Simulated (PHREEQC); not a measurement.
Dissolve 2.1 mmol/kgw CuCl2, 5.3 mmol/kgw HNO3 and 0.082 mmol/kgw Na2SO4 at 25 °C. It is in equilibrium with CO2 at log p = -3.5 (atm). Otherwise closed; pH follows from the charge balance.

Model: ion-association model, wateq4f.dat, run in PHREEQC.

Each row changes one thing in this solution. This is a speciation only: nothing precipitates in the calculation.

| case | pH | SO4-2 (mol/kgw) | HSO4- (mol/kgw) | CuCl+ (mol/kgw) | CuSO4 (mol/kgw) | NaSO4- (mol/kgw) | SI of Chalcanthite (CuSO4:5H2O) | SI of Tenorite (CuO) |
|---|---|---|---|---|---|---|---|---|
| as made | 2.32 | 5.40e-5 | 1.82e-5 | 1.53e-5 | 9.73e-6 | 2.87e-8 | -4.68 | -5.85 |
| temperature from 25 to 80 °C | 2.33 | 3.24e-5 | 4.27e-5 | 0.000131 | 6.95e-6 | 2.21e-8 | -5.13 | -4.14 |
| temperature from 25 to 90 °C | 2.33 | … | 4.83e-5 | 0.000176 | 5.99e-6 | 1.95e-8 | -5.24 | -3.89 |
| CuCl2 from 0.0021 to 0.00231 mol/kgw | 2.32 | 5.36e-5 | 1.79e-5 | 1.84e-5 | 1.04e-5 | 2.82e-8 | -4.65 | -5.81 |
| Na2SO4 from 8.2e-05 to 7.38e-05 mol/kgw | 2.32 | 4.86e-5 | 1.64e-5 | … | 8.76e-6 | 2.33e-8 | -4.73 | -5.85 |
| HNO3 from 0.0053 to 0.00053 mol/kgw | 3.31 | 6.56e-5 | 2.40e-6 | … | 1.40e-5 | 3.81e-8 | -4.52 | -3.83 |

Question: Some entries are withheld; supply them.

Answer: 
- temperature from 25 to 90 °C, SO4-2 (mol/kgw): 2.77e-5
- Na2SO4 from 8.2e-05 to 7.38e-05 mol/kgw, CuCl+ (mol/kgw): 1.54e-5
- HNO3 from 0.0053 to 0.00053 mol/kgw, CuCl+ (mol/kgw): 1.66e-5

Species that the database lacks are ignored. At this temperature some constants are extrapolated from 25 °C, and those without enthalpy data are left unchanged.
